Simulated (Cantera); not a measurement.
Charge: 1 mol n-butane, 0.6 mol O₂, equilibrated at 648.15 K and 35000 Pa.

These are equilibrium values from Cantera (NASA tables, ideal gas, pure condensed phases), not measurements of a reactor. Candidate condensed phases: C, C₆H₆, C₇H₈, C₈H₁₈, H₂O; 110 gas species. Equilibrium is a limit: real reactors are often held back by kinetics, nucleation or transport.

Base state: CH₄ 0.463, H₂O 0.287, H₂ 0.221, CO₂ 0.0280, CO 0.00136 (mole fractions); condensed: C(graphite).

Task: What changes in the equilibrium state with this change: n-butane replaced by C₂H₄?

Result: 
```csv
species,before,after
H₂O,0.287,0.446
CH₄,0.463,0.265
H₂,0.221,0.167
CO₂,0.0280,0.119
CO,0.00136,0.00279
"C(graphite), mol",2.28,1.32
```

Task: What changes in the equilibrium state with this change: pressure from 35000 Pa to 110 Pa?

Result: 
```csv
species,before,after
H₂,0.221,0.811
H₂O,0.287,0.0820
CO₂,0.0280,0.0540
CH₄,0.463,0.0197
CO,0.00136,0.0336
"C(graphite), mol",2.28,3.42
```
